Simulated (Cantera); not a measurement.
A closed system holds: 1 mol SiCl₄, 63 mol H₂, equilibrated at 2100 K.

Cantera equilibrium calculation (NASA polynomials, part measured and part estimated; ideal gas, pure solids and liquids). Candidate condensed phases: Si; 19 gas species. Gases not in the tables: Si₂H₆ and higher silanes. Kinetics and transport are ignored.

**Question.** Which condensed phases are stable at each of these points (P (Pa)): 100, 270, 720, 1900, 5200, 14000, 37000, 100000?

**Answer.** 
```
P (Pa)  condensed phases  Si condensed (%)
------  ----------------  ----------------
100             gas only               0.0
270             gas only               0.0
720             gas only               0.0
1900               Si(l)               5.9
5200               Si(l)              39.6
14000              Si(l)              52.4
37000              Si(l)              57.5
100000             Si(l)              59.6
```

From 1.00 mbar to 7.20 mbar nothing is condensed. From 19.0 mbar to 1.00 bar the condensed part is Si(l).
